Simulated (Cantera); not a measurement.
Charge: 1 mol FeS2, 2.5 mol SO3, 0.072 mol O2, held at 1 atm.

Method: chemical equilibrium by Gibbs-energy minimisation in Cantera with the NASA 1993 tables (ideal gas, pure condensed phases). Candidate condensed phases: Fe, FeO, FeS, FeSO4, FeS2, Fe2O3, Fe2(SO4)3, Fe3O4, S; 12 gas species. Mutual solubility and eutectic melting of coexisting phases are not modelled. FeS: taken at fixed stoichiometry. Kinetics and transport are ignored.

Question: At 1425 K, list the 4 most abundant gas species with their mole fractions, and the condensed phases.

Answer: SO2 0.897, S2 0.0923, S2O 0.00808, SO 0.00268. Condensed: FeS(s) + Fe3O4(s).
